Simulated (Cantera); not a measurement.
Premixed flame

A freely propagating, adiabatic, planar premixed flame of 14.1 % CH₃OH, 21.5 % O₂, 64.4 % N₂, equivalence ratio 0.99, unburnt at 625 K and 1.00 atm; mixture-averaged transport, grid criteria slope 0.08 and curve 0.16, no radiation.

Computed with Cantera and GRI-Mech 3.0 (53 species, 325 reactions). GRI-Mech 3.0 was tuned for natural gas; its chemistry of methanol as a main component is partial and can be far from experiment. Burning velocities carry a grid error of a few per cent, more on coarse grids.

```
z (mm)   T (K)  u (m/s)   x CH₃OH    x O₂     x HO₂     x HCO      x OH     x H₂O
-------  -----  -------  --------  ------  --------  --------  --------  --------
-0.631     625     1.86     0.141   0.214   4.48e-7     <1e-8     <1e-8   8.03e-5
-0.420     627     1.88     0.141   0.213   4.86e-6     <1e-8     <1e-8  0.000676
-0.315     634     1.91     0.140   0.212   2.21e-5     <1e-8     <1e-8   0.00252
-0.210     682     2.08     0.135   0.206  0.000150     <1e-8     <1e-8    0.0123
-0.105     992     3.13     0.105   0.174   0.00129   2.64e-7   2.03e-6    0.0609
-0.0526   1379     4.51    0.0593   0.136   0.00339   4.68e-5  0.000151     0.114
0         1797     6.09   0.00975  0.0925   0.00245  0.000437   0.00244     0.174
0.0526    1950     6.67  0.000180  0.0645  0.000121   8.14e-5   0.00839     0.203
0.105     1994     6.80   9.65e-7  0.0488   1.63e-5   2.02e-6    0.0128     0.212
0.210     2055     6.95     <1e-8  0.0374   1.13e-5   1.50e-7    0.0155     0.214
0.420     2136     7.16     <1e-8  0.0317   8.44e-6   9.44e-8    0.0163     0.216
0.841     2232     7.43     <1e-8  0.0279   6.14e-6   5.76e-8    0.0160     0.222
1.68      2335     7.72     <1e-8  0.0241   4.49e-6   3.11e-8    0.0148     0.230
```
x: mole fraction of selected species; z is measured from the peak of heat release.

```yaml
laminar_burning_velocity: 186 cm/s
thermal_thickness: 0.210 mm
peak x(HO₂): 0.00397
peak x(HCO): 0.000439
peak x(OH): 0.0163
grid_points: 156
```
